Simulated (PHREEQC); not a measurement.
PHREEQC input (ion-association model, wateq4f.dat):

```
SOLUTION_MASTER_SPECIES
  An  An-  0  An  62.0  # stands for a non-complexing anion
SOLUTION_SPECIES
  An- = An-
    -log_k 0
    -gamma 3.0 0
PHASES
  Fix_H+
    H+ = H+
    -log_k 0
SOLUTION 1
  temp 25
  units mmol/kgw
  pH 7 charge
  Na 300
  An 300
END
SELECTED_OUTPUT 1
  -reset false
  -pH true
  -pe true
  -ionic_strength true
  -water true
  -totals Na
  -molalities Hfo_wOH Hfo_wOH2+ Hfo_wO- Hfo_sOH Hfo_sOH2+ Hfo_sO-
USER_PUNCH 1
  -headings sigma psi
  10 PUNCH EDL("sigma", "Hfo"), EDL("psi", "Hfo")
PRINT
  -reset false
USE solution 1
SURFACE 1
  Hfo_wOH 5.16854e-05 600 0.023
  Hfo_sOH 1.29213e-06
EQUILIBRIUM_PHASES 1
  Fix_H+ -4 HAn 10
    -force_equality true
  O2(g) -0.68 10
END
# ... the last block is repeated for the other 16 points of pH, with NaOH or the acid as the point needs
```

Selected output (columns that matter, 14 of 17 rows; pH added in front):

```
pH	mu	Na	m_Hfo_wOH	m_Hfo_wOH2+	m_Hfo_wO-	m_Hfo_sOH	m_Hfo_sOH2+	m_Hfo_sO-	sigma	psi
4	0.30015	0.3	2.9932e-06	4.8688e-05	4.2154e-09	7.4829e-08	1.2172e-06	1.0538e-10	0.34892	0.12297
4.38	0.30008	0.3	5.9541e-06	4.5714e-05	1.7766e-08	1.4885e-07	1.1428e-06	4.4414e-10	0.32751	0.11978
4.75	0.30004	0.3	1.032e-05	4.1306e-05	5.9072e-08	2.5801e-07	1.0326e-06	1.4768e-09	0.29562	0.11463
5.5	0.30002	0.3	2.1612e-05	2.9713e-05	3.6012e-07	5.403e-07	7.4283e-07	9.0029e-09	0.21038	0.097711
5.88	0.30001	0.3	2.7006e-05	2.3982e-05	6.967e-07	6.7516e-07	5.9955e-07	1.7417e-08	0.16689	0.086461
6.25	0.30001	0.3	3.1375e-05	1.9132e-05	1.1787e-06	7.8437e-07	4.7829e-07	2.9468e-08	0.12867	0.074231
6.62	0.30001	0.3	3.4722e-05	1.5139e-05	1.8244e-06	8.6805e-07	3.7847e-07	4.561e-08	0.095426	0.060961
7.38	0.3	0.3	3.865e-05	9.3917e-06	3.6438e-06	9.6624e-07	2.3479e-07	9.1094e-08	0.041196	0.031022
7.75	0.3	0.3	3.9437e-05	7.4928e-06	4.7552e-06	9.8593e-07	1.8732e-07	1.1888e-07	0.019621	0.015455
8.12	0.3	0.3	3.9675e-05	5.9676e-06	6.0428e-06	9.9187e-07	1.4919e-07	1.5107e-07	-0.00053873	-0.00043077
8.5	0.30001	0.30001	3.9395e-05	4.6592e-06	7.6309e-06	9.8488e-07	1.1648e-07	1.9077e-07	-0.021299	-0.016733
9.25	0.30003	0.30004	3.6978e-05	2.5836e-06	1.2124e-05	9.2443e-07	6.4589e-08	3.0311e-07	-0.068379	-0.047578
9.62	0.30007	0.30008	3.4567e-05	1.7852e-06	1.5333e-05	8.6417e-07	4.4629e-08	3.8334e-07	-0.097102	-0.061701
10	0.30016	0.30017	3.1056e-05	1.1333e-06	1.9496e-05	7.764e-07	2.8333e-08	4.8739e-07	-0.1316	-0.075259
```

Complexes and solids missing from the database can't appear.
